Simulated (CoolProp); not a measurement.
Vapour-liquid equilibrium of carbon dioxide (1) + n-pentane (2) at 249.1 K; x and y are mole fractions of (1).

Model: multi-fluid Helmholtz-energy mixture model, Span 1996 and Thol 2019; pair parameters Kunz 2012, in CoolProp.

```
x      bubble pressure, mixture model (bar)  bubble pressure, Raoult's law (bar)  y, mixture model  y, Raoult's law
-----  ------------------------------------  -----------------------------------  ----------------  ---------------
0.05                                  1.312                               0.9359             0.945            0.927
0.125                                 3.347                                2.232             0.978            0.972
0.2                                   5.392                                3.527             0.987            0.984
0.275                                 7.257                                4.823             0.990            0.989
0.35                                  8.829                                6.118             0.992            0.992
0.425                                 10.08                                7.414             0.993            0.994
0.5                                   11.04                                8.710             0.994            0.996
0.575                                 11.81                                10.01             0.994            0.997
0.65                                  12.50                                11.30             0.995            0.998
0.725                                 13.20                                12.60             0.996            0.998
0.8                                   14.02                                13.89             0.996            0.999
0.875                                 15.04                                15.19             0.997            0.999
0.95                                  16.33                                16.48             0.999            1.000
```

The largest gap from Raoult's law is +52.9 % in bubble pressure, at x = 0.2. No azeotrope shows between x = 0.05 and 0.95.

Pair parameters are fitted to limited data, so mixtures are less certain than the pure fluids. The gap from Raoult's law changes sign with composition, which may be real or a fault of the pair parameters; it wasn't checked against measurements. With so large a gap from Raoult's law the liquid may split in two, which this calculation doesn't test in full.
